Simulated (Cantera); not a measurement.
Feed: 1 mol n-butane, 2.7 mol NH3, 2.4 mol H2, at 1050 K and 0.100 bar.

Equilibrium computed with Cantera from the NASA thermochemical tables; the gas is ideal and each condensed phase is pure. Candidate condensed phases: C, C6H6, C7H8, C8H18; 92 gas species. Rates play no part.

Base state: H2 0.890, N2 0.106, CH4 0.00453, NH3 1.16e-5 (mole fractions); condensed: C(graphite).

**Question.** What changes in the equilibrium state with this change: temperature from 1050 K to 2900 K?

**Answer.** 
```csv
species,before,after
H2,0.890,0.581
H,2.42e-8,0.277
N2,0.106,0.0699
C2H2 (acetylene),3.68e-9,0.0268
HCN,3.41e-6,0.0337
C2H,<1e-9,0.00189
CN,<1e-9,0.00150
C3,<1e-9,0.00103
"C(graphite), mol",3.94,2.44
```
